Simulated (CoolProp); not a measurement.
Computed with CoolProp (reference Helmholtz-energy equation of state, Span 2000).

Question: For nitrogen, give the phase and the cv (kJ/(kg K)), conductivity (mW/(m K)) at 164.7 K and 739 kPa; 289.1 K and 739 kPa.

Answer: 
- 164.7 K and 739 kPa: gas; cv 0.753, conductivity 15.8
- 289.1 K and 739 kPa: gas; cv 0.745, conductivity 25.4

Thermal conductivity comes from a separate model (Lemmon 2004).
